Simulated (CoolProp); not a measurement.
Vapour-liquid equilibrium of dimethyl ether (1) + methanol (2) at 0.115 MPa; x and y are mole fractions of (1).

Model: multi-fluid Helmholtz-energy mixture model, Wu 2011 and de Reuck 1993; pair parameters Bell 2016, in CoolProp.

```csv
x,bubble temperature (K),y at the bubble point,dew temperature at overall composition x (K),liquid density (mol/L)
0.05,311.3,0.724,339.5,23.50
0.15,282.7,0.942,336.7,23.08
0.25,271.3,0.973,333.6,22.25
0.35,?,0.982,330.2,?
0.45,262.0,0.986,?,20.37
0.55,259.7,0.989,321.8,19.46
0.65,257.9,0.991,?,18.58
0.75,256.3,0.993,309.2,17.75
0.85,254.5,0.995,299.3,16.96
0.95,252.5,0.998,280.4,16.22
```

Q: Complete the blanks.

A: 
- 0.35, bubble temperature (K): 265.5
- 0.35, liquid density (mol/L): 21.31
- 0.45, dew temperature at overall composition x (K): 326.3
- 0.65, dew temperature at overall composition x (K): 316.3

No azeotrope shows between x = 0.05 and 0.95.

The pair parameters rest on a limited set of measurements; away from them the model extrapolates. With so large a gap from Raoult's law the liquid may split in two, which this calculation doesn't test in full.
